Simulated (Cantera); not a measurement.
An adiabatic, constant-volume homogeneous reactor starts with CH4 : O2 : N2 = 1 : 0.952 : 3.58 (molar parts), at 1650 K and 1.30 bar. Integrator tolerance rtol = 1e-08.

Detailed kinetics in Cantera: GRI-Mech 3.0 (53 species, 325 reactions).

Question: What does this change do: pressure from 1.30 bar to 1.00 bar?

Answer: 
| quantity | before | after |
|---|---|---|
| time of steepest temperature rise | 0.295 ms | 0.363 ms |
| temperature at 0.400 s | 2804 K | 2789 K |
| equilibrium temperature | 2804 K | 2789 K |
| x(CH4) at 0.400 s | 4.38e-11 (gas-phase equilibrium 4.91e-11) | 2.67e-11 (gas-phase equilibrium 3.00e-11) |
| x(O2) at 0.400 s | 8.79e-5 (gas-phase equilibrium 8.79e-5) | 0.000102 (gas-phase equilibrium 0.000102) |
| x(HCN) at 0.400 s | 3.31e-7 (gas-phase equilibrium 3.31e-7) | 2.52e-7 (gas-phase equilibrium 2.52e-7) |
| x(CH2) at 0.400 s | 2.06e-11 (gas-phase equilibrium 2.21e-11) | 1.48e-11 (gas-phase equilibrium 1.59e-11) |
| x(H2) at 0.400 s | 0.170 (gas-phase equilibrium 0.170) | 0.170 (gas-phase equilibrium 0.170) |
| x(OH) at 0.400 s | 0.00409 (gas-phase equilibrium 0.00409) | 0.00435 (gas-phase equilibrium 0.00435) |

Question: What does this change do: pressure from 1.30 bar to 0.730 bar?

Answer: 
| quantity | before | after |
|---|---|---|
| time of steepest temperature rise | 0.295 ms | 0.468 ms |
| temperature at 0.400 s | 2804 K | 2769 K |
| equilibrium temperature | 2804 K | 2769 K |
| x(CH4) at 0.400 s | 4.38e-11 (gas-phase equilibrium 4.91e-11) | 1.48e-11 (gas-phase equilibrium 1.66e-11) |
| x(O2) at 0.400 s | 8.79e-5 (gas-phase equilibrium 8.79e-5) | 0.000120 (gas-phase equilibrium 0.000120) |
| x(HCN) at 0.400 s | 3.31e-7 (gas-phase equilibrium 3.31e-7) | 1.82e-7 (gas-phase equilibrium 1.82e-7) |
| x(CH2) at 0.400 s | 2.06e-11 (gas-phase equilibrium 2.21e-11) | 9.96e-12 (gas-phase equilibrium 1.06e-11) |
| x(H2) at 0.400 s | 0.170 (gas-phase equilibrium 0.170) | 0.169 (gas-phase equilibrium 0.169) |
| x(OH) at 0.400 s | 0.00409 (gas-phase equilibrium 0.00409) | 0.00466 (gas-phase equilibrium 0.00466) |
